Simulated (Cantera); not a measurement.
A closed system holds: 1 mol SiH4, 0.05 mol Cl2, 120 mol H2, at 1475 K and 0.133 bar.

Method: chemical equilibrium by Gibbs-energy minimisation in Cantera with the NASA 1993 tables (ideal gas, pure condensed phases). Candidate condensed phases: Si; 19 gas species. Rates play no part.

Base state: H2 0.999, HCl 0.000815, H 3.55e-5 (mole fractions); condensed: Si(s).

### Question
What changes in the equilibrium state with this change: SiH4 replaced by SiCl4?

### Answer
```
species       before    after
----------  --------  -------
H2             0.999    0.969
HCl         0.000815   0.0281
SiCl2        2.09e-6  0.00256
SiCl3        1.83e-9  7.84e-5
SiHCl3         <1e-9  2.66e-5
SiH2Cl2      1.15e-8  1.36e-5
H            3.55e-5  3.50e-5
Si(s), mol     1.000    0.671
```
The tables' values for SiCl3 are old estimates; treat these amounts as uncertain.
